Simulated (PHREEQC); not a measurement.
1 kg of water holding 0.42 mol Na2SO4, 0.37 mol KCl, 0.007 mol Na2CO3 and 0.04 mol NaCl is evaporated at 25 °C; the solids stay in contact with the brine. CO2 is held at log p = -3.4 (atm). Only these solids could form: Arcanite, Burkeite, Glaserite, Halite, Kalicinite, Mirabilite, Misenite, Nahcolite, Natron, Sylvite, Thenardite, Trona.

All values are PHREEQC results (Pitzer model, pitzer.dat), not measurements.

```
water left (kg)  ionic strength  water activity  Thenardite (mol)  Glaserite (mol)  Cl in solution (mol/kgw)  C in solution (mol/kgw)  Na in solution (mol/kgw)
---------------  --------------  --------------  ----------------  ---------------  ------------------------  -----------------------  ------------------------
0.9999                     1.69           0.971                 0                0                     0.410                   0.0119                     0.894
0.8218                     2.05           0.965                 0                0                     0.499                   0.0142                      1.09
0.6754                     2.50           0.958                 0                0                     0.607                   0.0169                      1.32
0.5551                     3.04           0.950                 0                0                     0.739                   0.0202                      1.61
0.4563                     3.70           0.939                 0                0                     0.899                   0.0240                      1.96
0.375                      4.50           0.925                 0                0                      1.09                   0.0286                      2.38
0.3082                     5.48           0.908                 0                0                      1.33                   0.0343                      2.90
0.2533                     6.05           0.893                 0           0.0260                      1.62                   0.0407                      3.43
0.2082                     6.73           0.874                 0           0.0477                      1.97                   0.0484                      4.07
0.1711                     7.57           0.849                 0           0.0654                      2.40                   0.0577                      4.84
0.1406                     8.60           0.816                 0           0.0799                      2.92                   0.0689                      5.79
0.1156                     8.98           0.790            0.0390           0.0889                      3.55                   0.0815                      6.29
0.09499                    8.69           0.771             0.101           0.0936                      4.32                   0.0954                      6.30
0.07807                    8.57           0.744             0.147           0.0966                      5.25                    0.112                      6.45
```

Glaserite from water left = 0.2533 kg (pH 9.14); Thenardite from water left = 0.1156 kg (pH 9.22).

Complexes and solids missing from the database can't appear.
